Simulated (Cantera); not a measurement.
**Adiabatic ignition**

An adiabatic, constant-volume homogeneous reactor starts with C2H4 : O2 : N2 : CO2 = 1 : 5.08 : 20.3 : 4.5 (molar parts), equivalence ratio 0.59, at 1725 K and 29.0 bar.

Model: GRI-Mech 3.0 (53 species, 325 reactions), integrated in Cantera. GRI-Mech 3.0 was tuned for natural gas; its chemistry of ethylene as a main component is partial and can be far from experiment. The pressure lies above the range GRI-Mech 3.0 was tuned for (to about 10 atm).

```csv
t (s),T (K),P (bar),x C2H4,x O2,x CO2,x OH,x H2
2.00e-6,2579,44.5,<1e-12,0.0826,0.165,0.00832,0.00127
6.29e-6,2790,47.5,<1e-12,0.0721,0.191,0.00747,0.000715
1.98e-5,2795,47.5,<1e-12,0.0711,0.192,0.00739,0.000695
6.23e-5,2789,47.4,<1e-12,0.0695,0.193,0.00725,0.000689
0.000196,2777,47.2,<1e-12,0.0662,0.193,0.00697,0.000677
0.000617,2767,47.0,<1e-12,0.0635,0.193,0.00674,0.000667
0.00194,2765,47.0,<1e-12,0.0631,0.193,0.00671,0.000666
0.00612,2765,47.0,<1e-12,0.0631,0.193,0.00671,0.000666
0.0192,2765,47.0,<1e-12,0.0631,0.193,0.00671,0.000666
0.0606,2765,47.0,<1e-12,0.0631,0.193,0.00671,0.000666
0.191,2765,47.0,<1e-12,0.0631,0.193,0.00671,0.000666
0.600,2765,47.0,<1e-12,0.0631,0.193,0.00671,0.000666
```
x: mole fraction; the columns are a selection and need not sum to one.

The time of steepest temperature rise is 1.24 µs and the temperature at 0.600 s comes out as 2765 K. The equilibrium temperature is 2765 K and the x(C2H4) at 0.600 s is <1e-12 (gas-phase equilibrium <1e-12). The x(O2) at 0.600 s is 0.0631 (gas-phase equilibrium 0.0631) and the x(CO2) at 0.600 s comes out as 0.193 (gas-phase equilibrium 0.193).
